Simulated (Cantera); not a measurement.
# Ignition delay

Mixture: 10.5 % CO, 15.8 % H₂, 15.5 % O₂, 58.2 % N₂, at 10.0 bar, adiabatic and at constant pressure. Ignition delay is the time to a rise of 400 K.

Cantera simulation using GRI-Mech 3.0 (53 species, 325 reactions); the numbers are that mechanism's predictions, not measurements. The hydrogen kinetics of GRI-Mech 3.0 are dated; newer H2 mechanisms differ, most at raised pressure.

```
T0 (K)  delay (ms)
------  ----------
1125         0.253
1200        0.0317
1275       0.00736
1350       0.00372
1425       0.00244
```

```yaml
apparent activation energy between 1275 and 1425 K: 110 kJ/mol
```
